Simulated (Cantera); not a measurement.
A Cantera script and what it prints.

```python
import numpy as np
import cantera as ct

gas_names = """
    CL CL2 H HCL H2 N NH NH2 NH3 N2 N2H2 N2H4 Si SiCL SiCL2 SiCL3 SiCL4 SiH SiHCL3 SiH2 SiH2CL2 SiH3
    SiH3CL SiH4 SiN Si2 Si2N Si3
""".split()
cond_names = """
    NH4CL(a) NH4CL(b) Si(cr) Si(L) Si3N4(a)
""".split()


# ... load() reads the species with a 1 bar reference pressure and builds the phases ...
atoms = {
    'SiCl4': {'Si': 1, 'CL': 4},
    'N2': {'N': 2},
    'H2': {'H': 2},
    'NH3': {'N': 1, 'H': 3},
}
top_T = {'Si3N4(a)': 2400}  # K; cautious upper limits of use, not melting points


# ... equilibrate(T, P, feed) seeds the gas with the atoms and calls Mixture.equilibrate('TP', solver="vcs", rtol=1e-11, max_steps=5000) ...
results = []
feed = {'SiCl4': 1, 'N2': 0.44, 'H2': 6.3, 'NH3': 4.3}  # mol
P = 1333.22  # Pa
for T in [1425, 1500, 1575, 1650, 1725, 1800, 1875]:
    mix = equilibrate(T, P, feed)
    results.append((T, P, feed, dict(zip(mix.species_names, mix.species_moles))))
    x = sorted(zip(gas.X, gas.species_names), reverse=True)
    print(f"T = {T:g} K  P = {P:g} Pa  gas = {mix.phase_moles(0):.4g} mol")
    print("   x: " + "  ".join(f"{s} {v:.3e}" for v, s in x if v > 0.0001))
    print("   condensed (mol): " + ("  ".join(f"{mix.phase(i).name} {mix.phase_moles(i):.4g}"
          for i in range(1, mix.n_phases) if mix.phase_moles(i) > 1e-12) or "none"))
```

Output:

```
T = 1425 K  P = 1333.22 Pa  gas = 16.76 mol
   x: H2 6.515e-01  HCL 2.185e-01  N2 1.208e-01  SiCL2 7.474e-03  SiCL3 9.683e-04  SiCL4 4.933e-04  SiHCL3 1.151e-04
   condensed (mol): Si3N4(a) 0.2828
T = 1500 K  P = 1333.22 Pa  gas = 16.87 mol
   x: H2 6.570e-01  HCL 1.970e-01  N2 1.267e-01  SiCL2 1.751e-02  SiCL3 1.224e-03  SiCL4 2.716e-04  H 1.236e-04
   condensed (mol): Si3N4(a) 0.2259
T = 1575 K  P = 1333.22 Pa  gas = 17.04 mol
   x: H2 6.647e-01  HCL 1.666e-01  N2 1.351e-01  SiCL2 3.193e-02  SiCL3 1.186e-03  H 2.934e-04  SiCL4 1.153e-04
   condensed (mol): Si3N4(a) 0.1441
T = 1650 K  P = 1333.22 Pa  gas = 17.23 mol
   x: H2 6.728e-01  N2 1.441e-01  HCL 1.336e-01  SiCL2 4.766e-02  SiCL3 9.317e-04  H 6.453e-04  CL 1.005e-04
   condensed (mol): Si3N4(a) 0.05347
T = 1725 K  P = 1333.22 Pa  gas = 17.35 mol
   x: H2 6.768e-01  N2 1.493e-01  HCL 1.147e-01  SiCL2 5.672e-02  H 1.323e-03  SiCL3 6.508e-04  CL 1.737e-04  SiCL 1.428e-04
   condensed (mol): none
T = 1800 K  P = 1333.22 Pa  gas = 17.37 mol
   x: H2 6.752e-01  N2 1.491e-01  HCL 1.152e-01  SiCL2 5.650e-02  H 2.548e-03  SiCL3 4.618e-04  CL 3.328e-04  SiCL 3.103e-04  Si 2.213e-04
   condensed (mol): none
T = 1875 K  P = 1333.22 Pa  gas = 17.4 mol
   x: H2 6.722e-01  N2 1.488e-01  HCL 1.162e-01  SiCL2 5.568e-02  H 4.654e-03  Si 6.734e-04  SiCL 6.226e-04  CL 6.095e-04  SiCL3 3.355e-04
   condensed (mol): none
```

These are equilibrium values from Cantera (NASA tables, ideal gas, pure condensed phases), not measurements of a reactor. The tables' values for SiCl3, SiCl, SiN are old estimates; treat these amounts as uncertain. Gases not in the tables: Si2H6 and higher silanes.
